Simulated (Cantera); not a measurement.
Cantera run, input and output.

```python
import numpy as np
import cantera as ct

gas = ct.Solution("gri30.yaml")
gas.TPX = 1275, 770000, {'CH4': 1, 'O2': 4.26, 'N2': 16, 'H2O': 4.8}
reactor = ct.IdealGasReactor(gas, energy="on", clone=False)
net = ct.ReactorNet([reactor])
net.rtol, net.atol = 1e-08, 1e-16
show = ['CH4', 'O2', 'H2O', 'H2', 'CH3']
times = np.geomspace(7e-06, 8, 14)

steps = ct.SolutionArray(gas, extra=["t"])
rows = []
print(f"{'t/s':>10s}{'T/K':>9s}{'P/Pa':>11s}" + "".join(f"{s:>11s}" for s in show))
for t in times:
    while net.time < t:
        t_next = net.step()
        steps.append(gas.state, t=t_next)
    rows.append([np.interp(t, steps.t, y) for y in (steps.T, steps.P, *steps(*show).X.T)])
    print(f"{t:10.3e}{rows[-1][0]:9.1f}{rows[-1][1]:11.4g}" + "".join(f"{x:11.3e}" for x in rows[-1][2:]))
rate = np.gradient(steps.T, steps.t)
print("integrator steps:", len(steps.t))
if steps.T.max() > steps.T[0] + 200:
    print(f"time of steepest temperature rise: {steps.t[rate.argmax()]:.4e} s")
gas.TPX = 1275, 770000, {'CH4': 1, 'O2': 4.26, 'N2': 16, 'H2O': 4.8}
gas.equilibrate("UV")
print(f"equilibrium (UV): T = {gas.T:.1f} K  " + "  ".join(f"{s} {gas[s].X[0]:.3e}" for s in show))
```

Result:

```
       t/s      T/K       P/Pa        CH4         O2        H2O         H2        CH3
 7.000e-06   1275.0    7.7e+05  3.837e-02  1.635e-01  1.842e-01  6.174e-10  6.840e-08
 2.047e-05   1275.0    7.7e+05  3.837e-02  1.635e-01  1.842e-01  3.576e-09  2.241e-07
 5.985e-05   1275.0    7.7e+05  3.837e-02  1.635e-01  1.842e-01  2.862e-08  8.911e-07
 1.750e-04   1275.0    7.7e+05  3.836e-02  1.635e-01  1.842e-01  3.487e-07  4.324e-06
 5.118e-04   1275.5  7.703e+05  3.828e-02  1.634e-01  1.843e-01  4.913e-06  1.094e-05
 1.497e-03   1282.9  7.748e+05  3.727e-02  1.626e-01  1.852e-01  9.524e-05  2.729e-05
 4.376e-03   2218.8  1.342e+06  4.291e-20  8.574e-02  2.585e-01  3.109e-04  7.933e-20
 1.280e-02   2216.7   1.34e+06  4.490e-20  8.531e-02  2.585e-01  3.078e-04  8.266e-20
 3.742e-02   2211.6  1.337e+06  4.157e-20  8.430e-02  2.585e-01  3.006e-04  7.545e-20
 1.094e-01   2204.6  1.333e+06  3.720e-20  8.289e-02  2.586e-01  2.907e-04  6.620e-20
 3.200e-01   2202.1  1.332e+06  3.577e-20  8.240e-02  2.586e-01  2.874e-04  6.321e-20
 9.356e-01   2202.1  1.332e+06  3.574e-20  8.240e-02  2.586e-01  2.873e-04  6.315e-20
 2.736e+00   2202.1  1.332e+06  3.574e-20  8.240e-02  2.586e-01  2.873e-04  6.315e-20
 8.000e+00   2202.1  1.332e+06  3.574e-20  8.240e-02  2.586e-01  2.873e-04  6.315e-20
integrator steps: 1954
time of steepest temperature rise: 2.1717e-03 s
equilibrium (UV): T = 2202.1 K  CH4 5.302e-20  O2 8.240e-02  H2O 2.586e-01  H2 2.873e-04  CH3 9.369e-20
```

Model: GRI-Mech 3.0 (53 species, 325 reactions), integrated in Cantera.
